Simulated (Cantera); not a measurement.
A closed system holds: 1 mol SiH2Cl2, 0.056 mol C3H8, 270 mol H2, equilibrated at 25.0 mbar.

Method: chemical equilibrium by Gibbs-energy minimisation in Cantera with the NASA 1993 tables (ideal gas, pure condensed phases). Candidate condensed phases: C, C6H6, C7H8, C8H18, Si, SiC; 109 gas species. Mutual solubility and eutectic melting of coexisting phases are not modelled. The numbers say what is thermodynamically allowed, not how fast it happens. All values below are at 1500 K.

Base state: H2 0.993, HCl 0.00702, SiCl2 0.000160, H 0.000111 (mole fractions); condensed: Si(s) + SiC(s).

Problem. What changes in the equilibrium state with this change: SiH2Cl2 replaced by CH3SiCl3?

Solution. 
```tsv
species	before	after
H2	0.993	0.989
HCl	0.00702	0.0110
H	0.000111	0.000111
SiCl2	0.000160	2.85e-6
CH4	4.61e-7	6.28e-5
Si(s), mol	0.788	0
SiC(s), mol	0.168	0.999
C(graphite), mol	0	0.147
```
The feed counts by its element totals alone.
